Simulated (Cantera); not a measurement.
## Equilibrium for carbothermic reduction: Fe2O3 + CH4 + H2

Feed: 1 mol Fe2O3, a varied amount of CH4, 0.18 mol H2, held at 1200 K and 13.3 mbar.

Cantera equilibrium calculation (NASA polynomials, part measured and part estimated; ideal gas, pure solids and liquids). Candidate condensed phases: C, C6H6, C7H8, C8H18, Fe, Fe(CO)5, FeO, Fe(OH)2, Fe(OH)3, Fe2O3, Fe3O4, H2O; 114 gas species. Mutual solubility and eutectic melting of coexisting phases are not modelled. The tables' stoichiometric FeO is somewhat more stable than real wüstite, so its field is too wide. FeO: taken at fixed stoichiometry. Condensed phases not in the tables: cementite and carbon dissolved in iron. The numbers say what is thermodynamically allowed, not how fast it happens.

```tsv
n(CH4) (mol)	log p H2	log p CO	log p H2O	log p CO2	n FeO(s)	n Fe(γ)	n C(graphite)
0.41	-2.28	-2.61	-2.38	-2.85	2.00	0	0
0.79	-2.14	-2.46	-2.70	-3.16	1.70	0.305	0
1.2	-2.15	-2.45	-2.70	-3.15	1.04	0.961	0
1.5	-2.15	-2.45	-2.71	-3.14	0.558	1.44	0
1.9	-2.14	-2.44	-2.74	-3.17	0	2.00	0
2.3	-2.10	-2.40	-3.01	-3.46	0	2.00	0
2.7	-2.06	-2.37	-3.45	-3.90	0	2.00	0
3.1	-2.04	-2.37	-6.00	-6.46	0	2.00	0.100
3.4	-2.03	-2.40	-6.01	-6.52	0	2.00	0.400
3.8	-2.02	-2.43	-6.03	-6.58	0	2.00	0.800
4.2	-2.01	-2.46	-6.05	-6.65	0	2.00	1.20
```
log p: log10 of the partial pressure in bar; n: condensed amount in mol.

At 0.41 mol CH4 the condensed part is FeO(s). From 0.79 mol CH4 to 1.5 mol CH4 the condensed part is Fe(γ) + FeO(s). From 1.9 mol CH4 to 2.7 mol CH4 the condensed part is Fe(γ). From 3.1 mol CH4 to 4.2 mol CH4 the condensed part is C(graphite) + Fe(γ).
